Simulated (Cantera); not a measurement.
Input: 1 mol TEOS, 0.85 mol H₂O, held at 1623 K and 0.810 bar.

Method: chemical equilibrium by Gibbs-energy minimisation in Cantera with the NASA 1993 tables (ideal gas, pure condensed phases). Candidate condensed phases: C, C₆H₆, C₇H₈, C₈H₁₈, H₂O, Si, SiC, SiO₂; 123 gas species. The feed counts by its element totals alone. The tables hold silica as quartz up to 1696 K and as liquid above; real silica turns to tridymite and cristobalite and melts near 1996 K. The numbers say what is thermodynamically allowed, not how fast it happens.

Base state: H₂ 0.790, CO 0.208, CH₄ 0.000750, SiO 0.000440, H₂O 0.000101, H 6.83e-5, C₂H₂ (acetylene) 2.75e-5 (mole fractions); condensed: C(graphite) + SiO₂(β-quartz).

What changes in the equilibrium state with this change: pressure from 0.810 bar to 0.00710 bar?


| species | before | after |
|---|---|---|
| H₂ | 0.790 | 0.690 |
| CO | 0.208 | 0.308 |
| SiO | 0.000440 | 0.000970 |
| CH₄ | 0.000750 | 5.02e-6 |
| H₂O | 0.000101 | 1.14e-6 |
| H | 6.83e-5 | 0.000682 |
| C₂H₂ (acetylene) | 2.75e-5 | 2.41e-5 |
| C(graphite), mol | 5.13 | 2.18 |
| SiO₂(β-quartz), mol | 0.994 | 0 |
| SiC(s), mol | 0 | 0.985 |

What changes in the equilibrium state with this change: temperature from 1623 K to 1873 K?


| species | before | after |
|---|---|---|
| H₂ | 0.790 | 0.690 |
| CO | 0.208 | 0.307 |
| SiO | 0.000440 | 0.00209 |
| H | 6.83e-5 | 0.000596 |
| C₂H₂ (acetylene) | 2.75e-5 | 0.000215 |
| CH₄ | 0.000750 | 0.000235 |
| H₂O | 0.000101 | 3.45e-5 |
| C(graphite), mol | 5.13 | 2.21 |
| SiO₂(β-quartz), mol | 0.994 | 0 |
| SiC(s), mol | 0 | 0.967 |

What changes in the equilibrium state with this change: temperature from 1623 K to 1375 K?


```json
[
 {"species": "H₂", "before": "0.790", "after": "0.789"},
 {"species": "CO", "before": "0.208", "after": "0.208"},
 {"species": "CH₄", "before": "0.000750", "after": "0.00251"},
 {"species": "H₂O", "before": "0.000101", "after": "0.000611"},
 {"species": "SiO", "before": "0.000440", "after": "5.24e-8"},
 {"species": "H", "before": "6.83e-5", "after": "3.38e-6"},
 {"species": "C₂H₂ (acetylene)", "before": "2.75e-5", "after": "1.40e-6"},
 {"species": "CO₂", "before": "8.59e-6", "after": "7.79e-5"},
 {"species": "C(graphite), mol", "before": "5.13", "after": "5.13"},
 {"species": "SiO₂(β-quartz), mol", "before": "0.994", "after": "1.000"}
]
```
